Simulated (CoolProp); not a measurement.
R1234yf along the isotherm 125.15 °C: Z from the reference equation and from simpler models built on Tc = 94.7 °C, pc = 3384 kPa, ω = 0.276; each cubic takes its own stable root.

Computed with CoolProp (reference Helmholtz-energy equation of state, Lemmon 2022).

```
p (kPa)          phase  reference
-------  -------------  ---------
26.8               gas     0.9979
60.9               gas     0.9952
139                gas     0.9890
315                gas     0.9749
718                gas     0.9416
1630               gas     0.8613
3720     supercritical     0.6368
8460     supercritical     0.4008
```

Question: How far does each simpler model (van der Waals, Soave-Redlich-Kwong, Peng-Robinson) lie from the reference over these 8 states: mean and median of the absolute difference, and the worst?

Answer: 
- van der Waals: mean 4.3 %, median 0.3 %, worst +29.5 % at 125.15 °C and 8460 kPa
- Soave-Redlich-Kwong: mean 2.8 %, median 0.1 %, worst +18.4 % at 125.15 °C and 8460 kPa
- Peng-Robinson: mean 1.6 %, median 0.4 %, worst +8.3 % at 125.15 °C and 8460 kPa
